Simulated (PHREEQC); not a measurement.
Dissolve 33 mmol/kgw SrCl2 and 0.00097 mmol/kgw H4SiO4 at 25 °C. It is in equilibrium with CO2 at log p = -3.4 (atm). Otherwise closed; pH follows from the charge balance.

Equilibrium calculation in PHREEQC: ion-association model, wateq4f.dat.

Q: The ionic strength comes out as 0.0990 mol/kgw. What activity coefficients do HCO3-, Sr+2, H+, Cl- get?

A: HCO3- 0.79, Sr+2 0.39, H+ 0.83, Cl- 0.77.

This is a speciation only: nothing precipitates in the calculation.
